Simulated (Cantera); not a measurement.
A perfectly stirred reactor is fed with C₃H₈ : O₂ : N₂ = 1 : 2.94 : 11.1 (molar parts), equivalence ratio 1.7, at 100000 Pa; it is adiabatic with a 750 K inlet, and is followed from long to short residence time, starting on the burning branch (τ in s: 0.039, 0.013, 0.0046, 0.0016, 0.00055, 0.00019, 6.5e-05, 2.2e-05, 7.7e-06).

Model: GRI-Mech 3.0 (53 species, 325 reactions), integrated in Cantera. GRI-Mech 3.0 was tuned for natural gas; its chemistry of propane as a main component is partial and can be far from experiment.

Q: Predict: blow-out, bracketed by the residence times tried; x(C₃H₈) at τ = 39.0 ms; x(O₂) at τ = 39.0 ms; x(HCN) at τ = 39.0 ms; x(O) at τ = 39.0 ms; x(C₃H₈) at τ = 0.550 ms; x(O₂) at τ = 0.550 ms; x(HCN) at τ = 0.550 ms; x(O) at τ = 0.550 ms; x(NO₂) at τ = 0.550 ms.

A: blow-out, bracketed by the residence times tried: burning at 0.190 ms, out at 65.0 µs
x(C₃H₈) at τ = 39.0 ms: 7.39e-7
x(O₂) at τ = 39.0 ms: 9.74e-5
x(HCN) at τ = 39.0 ms: 6.31e-5
x(O) at τ = 39.0 ms: 1.06e-5
x(C₃H₈) at τ = 0.550 ms: 3.97e-5
x(O₂) at τ = 0.550 ms: 0.00351
x(HCN) at τ = 0.550 ms: 0.000459
x(O) at τ = 0.550 ms: 6.90e-5
x(NO₂) at τ = 0.550 ms: 1.36e-9
